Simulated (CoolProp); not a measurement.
R124 at 396.18 K and 1.58 MPa flows at 1.1 m/s in a round tube of 20 mm bore and 15 µm roughness, fully developed (64/Re and Nu = 3.66 if laminar; Colebrook and Gnielinski if turbulent). Each further row changes one setting.

Values from CoolProp's reference Helmholtz-energy equation of state, de Vries 1995.

```tsv
case	Reynolds number	Darcy friction factor	pressure drop (Pa/m)	heat-transfer coefficient (W/(m² K))	mass flow (kg/h)
as stated	…	0.0213	…	…	…
velocity 2.2 m/s	197000	…	191	472	196
diameter 40 mm	197000	0.0182	21.7	213	392
```

Q: Some entries are withheld; supply them.

A: 
- as stated, Reynolds number: 98400
- as stated, pressure drop (Pa/m): 50.8
- as stated, heat-transfer coefficient (W/(m² K)): 251
- as stated, mass flow (kg/h): 98.0
- velocity 2.2 m/s, Darcy friction factor: 0.0200

Viscosity comes from a separate model (Bell 2016), an estimate that may be off by 10 % or more. Thermal conductivity comes from a separate model (Huber 2003), an estimate that may be off by 10 % or more.
